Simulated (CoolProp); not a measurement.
Vapour-liquid equilibrium of CHF3 (R23) (1) + CH2F2 (R32) (2) at 258.9 K; x and y are mole fractions of (1).

Values from CoolProp's multi-fluid Helmholtz-energy mixture model, Penoncello 2003 and Tillner-Roth 1997; pair parameters Bell 2016.

```json
[
 {"x": "0.05", "bubble pressure (kPa)": "555.9", "y at the bubble point": "0.131", "dew pressure at overall composition x (kPa)": "520.9", "liquid density (mol/L)": "20.95"},
 {"x": "0.2", "bubble pressure (kPa)": "721.4", "y at the bubble point": "0.412", "dew pressure at overall composition x (kPa)": "589.2", "liquid density (mol/L)": "20.22"},
 {"x": "0.35", "bubble pressure (kPa)": "889.5", "y at the bubble point": "0.595", "dew pressure at overall composition x (kPa)": "677.1", "liquid density (mol/L)": "19.49"},
 {"x": "0.5", "bubble pressure (kPa)": "1060", "y at the bubble point": "0.725", "dew pressure at overall composition x (kPa)": "793.9", "liquid density (mol/L)": "18.76"},
 {"x": "0.65", "bubble pressure (kPa)": "1233", "y at the bubble point": "0.824", "dew pressure at overall composition x (kPa)": "955.2", "liquid density (mol/L)": "18.02"},
 {"x": "0.8", "bubble pressure (kPa)": "1411", "y at the bubble point": "0.906", "dew pressure at overall composition x (kPa)": "1187", "liquid density (mol/L)": "17.25"},
 {"x": "0.95", "bubble pressure (kPa)": "1598", "y at the bubble point": "0.977", "dew pressure at overall composition x (kPa)": "1523", "liquid density (mol/L)": "16.45"}
]
```

No azeotrope shows between x = 0.05 and 0.95.

Pair parameters are fitted to limited data, so mixtures are less certain than the pure fluids.
